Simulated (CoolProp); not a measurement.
Ethane at several states: density (kg/m³) from the reference equation and from simpler models built on Tc = 32.2 °C, pc = 4.872 MPa, ω = 0.099; each cubic takes its own stable root.

Model: reference Helmholtz-energy equation of state, Bücker 2006, in CoolProp.

```
T (°C)   p (MPa)          phase   reference  Soave-Redlich-Kwong  Peng-Robinson
-------  -------  -------------  ----------  -------------------  -------------
-144.35   0.0146         liquid       609.2           (withheld)     (withheld)
265.95      11.4  supercritical       82.59                80.61          83.56
137.05      25.1  supercritical       286.6           (withheld)          290.7
103.45     0.978            gas  (withheld)           (withheld)          9.793
60.35       10.8  supercritical  (withheld)                262.8          286.4
311.25    0.0214            gas      0.1324               0.1324         0.1325
```

### Question
What belongs in the gaps?

### Answer

- -144.35, Soave-Redlich-Kwong: 584.5
- -144.35, Peng-Robinson: 656.5
- 137.05, Soave-Redlich-Kwong: 268.9
- 103.45, reference: 9.734
- 103.45, Soave-Redlich-Kwong: 9.732
- 60.35, reference: 296.5
